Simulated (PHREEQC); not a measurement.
A solution holds 0.00029 mol/kgw CaSO4, 0.012 mol/kgw CO2 and 0.028 mol/kgw NaCl, at 20 °C. Closed to the air; pH follows from the charge balance.

All values are PHREEQC results (ion-association model, phreeqc.dat), not measurements.

No solid was allowed to form.

### Question
Order these S species by the share of S that they hold, largest first: HSO4-, CaSO4, SO4-2, NaSO4-.

### Answer
SO4-2 (92 %), NaSO4- (6.6 %), CaSO4 (1.3 %), HSO4- (0.36 %)

The pH is 4.15 and the ionic strength 0.0292 mol/kgw.
